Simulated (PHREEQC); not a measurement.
**Metal-bearing waste water**

Solution (25 °C): 0.0036 mol ZnSO4 and 0.013 mol NaH2PO4 per kg of water. Closed to the air; pH follows from the charge balance.

All values are PHREEQC results (ion-association model, wateq4f.dat), not measurements.

This is a speciation only: nothing precipitates in the calculation.

Q: What pH, ionic strength does the model give?

A: pH 4.68; ionic strength 0.0247 mol/kgw.

Q: In which forms is Zn present?

A: Zn+2 82 %, ZnSO4 17 % of the Zn.

H3PO4, which wateq4f.dat lacks, is added to it with the constant of phreeqc.dat. The database has no phosphate complexes of Zn.
